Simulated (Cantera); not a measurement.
A freely propagating, adiabatic, planar premixed flame of 15.9 % H2, 15.3 % O2, 53.7 % N2, 15.0 % H2O, equivalence ratio 0.52, unburnt at 673 K and 100000 Pa; mixture-averaged transport, grid criteria slope 0.08 and curve 0.16, no radiation.

Model: the H2/O2 subset of GRI-Mech 3.0, which has no nitrogen chemistry, integrated in Cantera. Burning velocities carry a grid error of a few per cent, more on coarse grids. Lean hydrogen flames are cellular in practice and burn faster than this planar one.

**Question.** Predict: laminar burning velocity; thermal thickness; peak x(H2O2); peak x(OH); peak x(HO2).

**Answer.** 
| Quantity | Value |
|---|---|
| laminar burning velocity | 279 cm/s |
| thermal thickness | 0.410 mm |
| peak x(H2O2) | 3.96e-5 |
| peak x(OH) | 0.00748 |
| peak x(HO2) | 0.000392 |
